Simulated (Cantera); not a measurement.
An isothermal, constant-pressure homogeneous reactor starts with CH4 : H2O = 1 : 1.1 (molar parts), at 2023 K and 0.158 atm. Integrator tolerance rtol = 1e-08.

Cantera simulation using GRI-Mech 3.0 (53 species, 325 reactions); the numbers are that mechanism's predictions, not measurements.

Task: What does this change do: temperature 2023 to 1248 K?

Result: 
```
quantity                                              before                                     after
-----------------  -----------------------------------------  ----------------------------------------
x(CH4) at 50.0 s     3.75e-9 (gas-phase equilibrium 4.46e-9)     0.446 (gas-phase equilibrium 2.02e-5)
x(H2O) at 50.0 s       0.0227 (gas-phase equilibrium 0.0227)      0.513 (gas-phase equilibrium 0.0202)
x(CH2O) at 50.0 s    1.15e-8 (gas-phase equilibrium 1.15e-8)   1.79e-7 (gas-phase equilibrium 1.35e-8)
x(CH3) at 50.0 s   4.12e-10 (gas-phase equilibrium 4.89e-10)  1.16e-5 (gas-phase equilibrium 5.37e-10)
x(CH2) at 50.0 s   3.03e-12 (gas-phase equilibrium 3.60e-12)   1.83e-11 (gas-phase equilibrium <1e-12)
x(HO2) at 50.0 s       <1e-12 (gas-phase equilibrium <1e-12)     <1e-12 (gas-phase equilibrium <1e-12)
```
